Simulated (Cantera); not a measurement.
An isothermal, constant-pressure homogeneous reactor starts with 1.69 % C2H6, 98.3 % N2, at 1098 K and 0.128 Torr.

Computed with Cantera and GRI-Mech 3.0 (53 species, 325 reactions). GRI-Mech 3.0 stops at C3 and has no aromatics, soot or wall deposition, so with more carbon than oxygen in the feed, carbon stays in small species such as C2H2 where larger ones or solid carbon would form. Radical loss at walls, strong at low pressure, is not modelled.

x: mole fraction; the columns are a selection and need not sum to one.

| t (s) | x C2H6 | x CH4 | x CH3 | x C2H4 | x HCN | x H2 | x H |
|---|---|---|---|---|---|---|---|
| 4.00e-6 | 0.0169 | <1e-12 | 3.45e-11 | <1e-12 | <1e-12 | <1e-12 | <1e-12 |
| 3.36e-5 | 0.0169 | <1e-12 | 2.90e-10 | <1e-12 | <1e-12 | <1e-12 | <1e-12 |
| 0.000283 | 0.0169 | <1e-12 | 2.44e-9 | <1e-12 | <1e-12 | <1e-12 | <1e-12 |
| 0.00238 | 0.0169 | 7.71e-12 | 2.05e-8 | <1e-12 | <1e-12 | <1e-12 | <1e-12 |
| 0.0200 | 0.0169 | 5.42e-10 | 1.72e-7 | 4.75e-11 | <1e-12 | 1.48e-11 | 3.69e-11 |
| 0.168 | 0.0169 | [?] | 1.41e-6 | 2.51e-8 | <1e-12 | 1.97e-8 | 5.40e-9 |
| 1.41 | 0.0169 | [?] | 9.97e-6 | 1.27e-5 | <1e-12 | 1.22e-5 | 3.53e-7 |
| 11.9 | 0.0156 | [?] | 7.68e-5 | 0.00119 | 3.13e-10 | 0.00113 | 2.45e-6 |
| 100 | 0.00195 | [?] | 5.63e-5 | 0.0109 | 2.60e-9 | 0.0128 | 6.09e-6 |

Q: Complete the blanks.

A: 
- 0.168, x CH4: 3.77e-8
- 1.41, x CH4: 2.36e-6
- 11.9, x CH4: 0.000154
- 100, x CH4: 0.00381
